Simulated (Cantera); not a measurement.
A perfectly stirred reactor is fed with 23.8 % CH₄, 71.4 % H₂O, 4.76 % H₂, at 2.00 bar; it is held at 1650 K, and followed from long to short residence time.

Computed with Cantera and GRI-Mech 3.0 (53 species, 325 reactions).

One state of this run: x CH₄ = 0.0968; x H₂O = 0.599; x H₂ = 0.239; x C₂H₄ = 0.00225; x C₂H₆ = 0.000115; x HO₂ = <1e-12; x CO = 0.0130. x: mole fraction; the columns are a selection and need not sum to one.

### Question
Which value of τ (s) does it belong to?
A. 0.0051
B. 0.55
C. 0.12
D. 0.053

### Answer
D, 0.053
